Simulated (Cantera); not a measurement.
Mixture: 10.8 % CH4, 13.5 % O2, 75.7 % N2, equivalence ratio 1.6, at 760 Torr, adiabatic and at constant pressure. Ignition delay is the time to a rise of 400 K.

Computed with Cantera and GRI-Mech 3.0 (53 species, 325 reactions).

Predict: delay at 1175 K; delay at 1250 K; delay at 1325 K; delay at 1400 K; delay at 1475 K; apparent activation energy between 1325 and 1475 K.


| Property | Value |
|---|---|
| delay at 1175 K | 0.123 s |
| delay at 1250 K | 42.8 ms |
| delay at 1325 K | 15.9 ms |
| delay at 1400 K | 6.27 ms |
| delay at 1475 K | 2.63 ms |
| apparent activation energy between 1325 and 1475 K | 190 kJ/mol |
